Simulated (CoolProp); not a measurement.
Aqueous calcium chloride as a coolant, at 40 °C, 1 atm.

The numbers come from the Melinder's fits for secondary coolants in CoolProp.

| mass % | freezing point (°C) | viscosity (mPa s) | Prandtl number | conductivity (W/(m K)) | cp (kJ/(kg K)) |
|---|---|---|---|---|---|
| 4.7 | -2.2 | 0.750 | 4.71 | 0.626 | 3.932 |
| 7.4 | -3.8 | 0.803 | 4.90 | 0.622 | 3.790 |
| 10.1 | -5.9 | 0.865 | 5.10 | 0.618 | 3.645 |
| 12.8 | -8.5 | 0.943 | 5.37 | 0.615 | 3.501 |
| 15.6 | -11.8 | 1.05 | 5.76 | 0.611 | 3.357 |
| 18.3 | -15.5 | 1.18 | 6.29 | 0.607 | 3.227 |
| 21 | -20.0 | 1.35 | 6.99 | 0.603 | 3.112 |
| 23.7 | -25.7 | 1.57 | 7.92 | 0.598 | 3.012 |
